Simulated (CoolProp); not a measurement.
Properties of R152A at several states.

Model: reference Helmholtz-energy equation of state, Outcalt 1996, in CoolProp. It is a modified Benedict-Webb-Rubin equation, recast in Helmholtz form.

```tsv
T (K)	p (MPa)	phase	density (kg/m³)	cp (kJ/(kg K))	expansivity (1/kK)	conductivity (mW/(m K))	Prandtl number
367.2	1	gas	24.19	1.322	3.987	21.7	0.842
188.4	4.2	liquid	1135	1.522	1.618	161	7.83
360.1	11	liquid	781.5	1.971	3.670	85.6	2.34
446.2	0.038	gas	0.6778	1.357	2.257	28.5	0.786
```

Viscosity comes from a separate model (Bell 2016), an estimate that may be off by 10 % or more. Thermal conductivity comes from a separate model (Krauss 1996).
